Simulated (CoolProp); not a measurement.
A single-stage vapour-compression cycle with R113: evaporating at 311.15 K (dew point), condensing at 376.15 K (bubble point), superheat 8 K, subcooling 5 K, compressor efficiency 0.7, no pressure losses. Each further row changes one setting.

Values from CoolProp's reference Helmholtz-energy equation of state, Marx 1992.

```tsv
case	cooling COP	pressure ratio	discharge temperature (K)	refrigerating effect (kJ/kg)	volumetric capacity (kJ/m³)
as stated	2.55	6.42	379.8	94.9	503
evaporating temperature 316.15 K	2.89	5.39	379.7	98.0	612
condensing temperature 371.15 K	2.86	5.71	375.7	99.9	530
subcooling 10 K	2.68	6.42	379.8	99.8	530
superheat 18 K	2.62	6.42	390.6	102	522
compressor efficiency 0.6	2.18	6.42	387.8	94.9	503
```
